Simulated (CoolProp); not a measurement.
Vapour-liquid equilibrium of R141b (1) + n-pentane (2) at 343.2 K; x and y are mole fractions of (1).

Computed with CoolProp (multi-fluid Helmholtz-energy mixture model, Lemmon 2006 and Thol 2019; pair parameters Bell 2016).

Problem. Give the bubble pressure and the first vapour's composition at x = 0.25, 0.35, 0.95. Is there an azeotrope?

Solution. x = 0.25: 318.6 kPa, y = 0.306; x = 0.35: 326.2 kPa, y = 0.398; x = 0.95: 328.4 kPa, y = 0.943. y crosses x between x = 0.65 and 0.75: the model has an azeotrope there.

The pair parameters rest on a limited set of measurements; away from them the model extrapolates.
